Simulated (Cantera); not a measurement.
**Thermodynamics of oxide etching and cleaning by halides, feed CaO + HBr + N₂**

Charge: 1 mol CaO, 3.9 mol HBr, 0.75 mol N₂, at 100 Torr.

Equilibrium computed with Cantera from the NASA thermochemical tables; the gas is ideal and each condensed phase is pure. Candidate condensed phases: Br₂, Ca, CaBr₂, CaO, Ca(OH)₂, H₂O; 34 gas species. Kinetics and transport are ignored.

| T (K) | log p HBr | log p H₂O | log p CaBr₂ | log p N₂ | log p Br | log p H₂ | log p Br₂ | log p H | n CaBr₂(l) |
|---|---|---|---|---|---|---|---|---|---|
| 1075 | -1.16 | -1.44 | -5.43 | -1.56 | -4.02 | -4.00 | -4.28 | -9.83 | 1.000 |
| 1125 | -1.16 | -1.44 | -4.89 | -1.56 | -3.77 | -3.83 | -4.21 | -9.27 | 1.000 |
| 1175 | -1.16 | -1.44 | -4.40 | -1.56 | -3.55 | -3.68 | -4.15 | -8.75 | 0.999 |
| 1225 | -1.16 | -1.44 | -3.96 | -1.56 | -3.35 | -3.52 | -4.11 | -8.27 | 0.997 |
| 1275 | -1.17 | -1.44 | -3.55 | -1.56 | -3.17 | -3.38 | -4.08 | -7.82 | 0.992 |
| 1325 | -1.17 | -1.44 | -3.18 | -1.57 | -3.01 | -3.24 | -4.06 | -7.41 | 0.982 |
| 1375 | -1.18 | -1.44 | -2.84 | -1.57 | -2.86 | -3.11 | -4.04 | -7.02 | 0.960 |
| 1425 | -1.19 | -1.45 | -2.52 | -1.58 | -2.73 | -2.99 | -4.04 | -6.66 | 0.916 |
| 1475 | -1.20 | -1.46 | -2.23 | -1.59 | -2.61 | -2.88 | -4.04 | -6.33 | 0.831 |
| 1525 | -1.22 | -1.48 | -1.97 | -1.60 | -2.50 | -2.78 | -4.06 | -6.02 | 0.674 |
| 1575 | -1.26 | -1.51 | -1.72 | -1.64 | -2.41 | -2.70 | -4.11 | -5.73 | 0.379 |
| 1625 | -1.31 | -1.55 | -1.55 | -1.68 | -2.34 | -2.63 | -4.16 | -5.46 | 0 |
| 1675 | -1.32 | -1.55 | -1.55 | -1.68 | -2.25 | -2.54 | -4.17 | -5.20 | 0 |
log p: log10 of the partial pressure in bar; n: condensed amount in mol.

From 1075 K to 1575 K the condensed part is CaBr₂(l). From 1625 K to 1675 K nothing is condensed. The main Ca-bearing gas is CaBr₂ throughout.
